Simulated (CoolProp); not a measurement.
The numbers come from the reference Helmholtz-energy equation of state, Akasaka 2023 in CoolProp.

**Question.** Give the vapour pressure (MPa), liquid density (kg/m³), vapour density (kg/m³), enthalpy of vaporisation (kJ/kg) of saturated R1224YDZ at 319.9, 356.5 K.

**Answer.** 
```tsv
T (K)	p (MPa)	liquid density (kg/m³)	vapour density (kg/m³)	enthalpy of vaporisation (kJ/kg)
319.9	0.300	1300	18.6	153
356.5	0.796	1180	49.3	130
```
